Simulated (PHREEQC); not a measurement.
Make-up at 25 °C: 29 mmol/kgw ZnCl2 and 0.31 mmol/kgw MnSO4. Closed to the air; pH follows from the charge balance.

Computed with PHREEQC (ion-association model, phreeqc.dat).

Task: The ionic strength comes out as 0.0841 mol/kgw. What activity coefficients do Mn+2, ZnOH+, ZnCl3-, Zn+2, SO4-2 get?

Result: Mn+2 0.42, ZnOH+ 0.79, ZnCl3- 0.78, Zn+2 0.40, SO4-2 0.39.

This is a speciation only: nothing precipitates in the calculation. Species that the database lacks are ignored.
